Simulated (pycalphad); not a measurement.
## Phase fractions of Al-1.156Si-0.6578Mg (wt.%)

Computed with pycalphad from the COST 507 light-alloy database (1999), at 1 atm. These are 1990s assessments: newer ones move some temperatures and phases. Amounts are mole fractions of atoms. Kinetics are ignored, which matters at the lower temperatures.

```tsv
T (K)	liquid	fcc	MG2SI	diamond (Si)
930	1.000	-	-	-
850	0.008	0.992	-	-
770	-	0.993	0.005	0.002
690	-	0.987	0.008	0.005
610	-	(withheld)	(withheld)	0.007
530	-	0.982	0.011	0.007
450	-	0.982	0.011	0.007
370	-	0.982	0.011	0.007
```

Some entries are withheld; supply them.


- 610, fcc: 0.983
- 610, MG2SI: 0.010

Database names, with the compositions (at.%) that they take in these runs: MG2SI: Mg 67 Si 33.
